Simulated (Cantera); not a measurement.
Cantera with NASA thermochemical tables; ideal gases at 1 bar, condensed phases pure. Values are per mole of reaction as written; species without (g) are pure solids or liquids, kept so even where they would boil at 1 bar.

**Question.** Between 300 and 973 K, where is each reaction favourable under standard conditions?
- 7 Nb + 2 N₂O(g) + 12 OH(g) = 4 NH₃(g) + 7 NbO₂(g)

**Answer.** 
- 7 Nb + 2 N₂O(g) + 12 OH(g) = 4 NH₃(g) + 7 NbO₂(g): ΔG° is -2154 kJ at 300 K and -1950 kJ at 973 K; it stays negative (K > 1). ΔH° is -2282 kJ and ΔS° -341 J/K at 973 K.
